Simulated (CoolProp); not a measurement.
A single-stage vapour-compression cycle with R115: evaporating at 193.15 K (dew point), condensing at 254.15 K (bubble point), superheat 5 K, subcooling 5 K, compressor efficiency 0.65, no pressure losses. Each further row changes one setting.

Computed with CoolProp (reference Helmholtz-energy equation of state, Lemmon 2016).

```tsv
case	cooling COP	pressure ratio	discharge temperature (K)	refrigerating effect (kJ/kg)	volumetric capacity (kJ/m³)
as stated	?	22.3	291.4	91.1	88.8
evaporating temperature 198.15 K	1.83	15.9	?	93.9	126
condensing temperature 249.15 K	1.79	?	?	95.9	93.5
subcooling 10 K	?	22.3	291.4	95.9	93.5
superheat 15 K	?	22.3	?	96.9	89.9
compressor efficiency 0.55	?	22.3	305.6	91.1	88.8
```

Question: Complete the blanks.

Answer: 
- as stated, cooling COP: 1.59
- evaporating temperature 198.15 K, discharge temperature (K): 286.9
- condensing temperature 249.15 K, pressure ratio: 18.5
- condensing temperature 249.15 K, discharge temperature (K): 285.4
- subcooling 10 K, cooling COP: 1.67
- superheat 15 K, cooling COP: 1.61
- superheat 15 K, discharge temperature (K): 303.3
- compressor efficiency 0.55, cooling COP: 1.34
